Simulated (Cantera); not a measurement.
Input (Python, Cantera):

```python
import numpy as np
import cantera as ct

gas = ct.Solution("gri30.yaml")
gas.TPX = 725, 700000, {'CH4': 1, 'C2H6': 0.13, 'O2': 2.05, 'N2': 7.69, 'H2O': 0.8}
inlet = ct.Reservoir(gas, clone=True)
gas.equilibrate("HP")  # start burning
reactor = ct.IdealGasConstPressureReactor(gas, energy="on", clone=False)
exhaust = ct.Reservoir(gas, clone=True)
tau = [0.043, 0.017, 0.0068, 0.0027, 0.0011, 0.00043, 0.00017, 6.7e-05, 2.7e-05, 1.1e-05][0]
for a, b in ((inlet, reactor), (reactor, exhaust)):
    ct.MassFlowController(a, b, mdot=lambda t: reactor.mass / tau)
net = ct.ReactorNet([reactor])
show = ['CH4', 'C2H6', 'O2', 'CH2', 'NO', 'C2H2']

rows = []
print(f"{'tau/s':>10s}{'T/K':>9s}" + "".join(f"{s:>11s}" for s in show))
for tau in [0.043, 0.017, 0.0068, 0.0027, 0.0011, 0.00043, 0.00017, 6.7e-05, 2.7e-05, 1.1e-05]:
    net.initial_time = 0.0
    net.advance(30 * tau)
    before = gas.X
    net.advance(40 * tau)
    drift = np.max(np.abs(gas.X - before) / (gas.X + 1e-9))
    rows.append([gas.T, *gas[show].X, drift])
    print(f"{tau:10.3e}{gas.T:9.1f}" + "".join(f"{x:11.3e}" for x in gas[show].X))
```

Output:

```
     tau/s      T/K        CH4       C2H6         O2        CH2         NO       C2H2
 4.300e-02   2333.4  9.323e-06  2.203e-08  1.254e-04  1.393e-07  3.082e-04  7.809e-07
 1.700e-02   2330.8  1.881e-05  5.438e-08  1.917e-04  3.285e-07  3.287e-04  1.756e-06
 6.800e-03   2326.3  3.368e-05  1.305e-07  3.239e-04  7.331e-07  3.532e-04  3.609e-06
 2.700e-03   2318.5  5.559e-05  3.088e-07  5.788e-04  1.565e-06  3.761e-04  6.832e-06
 1.100e-03   2306.6  8.766e-05  7.008e-07  1.032e-03  3.122e-06  3.882e-04  1.183e-05
 4.300e-04   2287.6  1.453e-04  1.637e-06  1.883e-03  6.188e-06  3.798e-04  2.026e-05
 1.700e-04   2259.6  2.609e-04  3.848e-06  3.403e-03  1.194e-05  3.405e-04  3.540e-05
 6.700e-05   2216.7  5.507e-04  9.820e-06  6.364e-03  2.345e-05  2.607e-04  7.240e-05
 2.700e-05   2117.8  2.038e-03  4.174e-05  1.585e-02  4.905e-05  9.796e-05  3.113e-04
 1.100e-05    725.0  8.569e-02  1.114e-02  1.757e-01  5.871e-32 -2.472e-19 -4.615e-18
```

Computed with Cantera and GRI-Mech 3.0 (53 species, 325 reactions).
